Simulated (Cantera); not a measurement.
Feed: 1 mol SiHCl3, 0.28 mol NH3, 14 mol N2, 1.8 mol H2, at 9.40 Pa.

Cantera equilibrium calculation (NASA polynomials, part measured and part estimated; ideal gas, pure solids and liquids). Candidate condensed phases: NH4Cl, Si, Si3N4; 28 gas species. Equilibrium is a limit: real reactors are often held back by kinetics, nucleation or transport.

**Question.** What share of the Si ends up in condensed phases as a function of T (K), at 823, 923, 1023, 1123, 1223, 1323, 1423, 1523, 1623, 1723, 1823, 1923, 2023, 2123?

**Answer.** 
```csv
T (K),Si condensed (%),as
823,93.2,Si3N4(s)
923,95.3,Si3N4(s)
1023,96.4,Si3N4(s)
1123,95.7,Si3N4(s)
1223,86.4,Si3N4(s)
1323,57.7,Si3N4(s)
1423,21.2,Si3N4(s)
1523,0.0,-
1623,0.0,-
1723,0.0,-
1823,0.0,-
1923,0.0,-
2023,0.0,-
2123,0.0,-
```
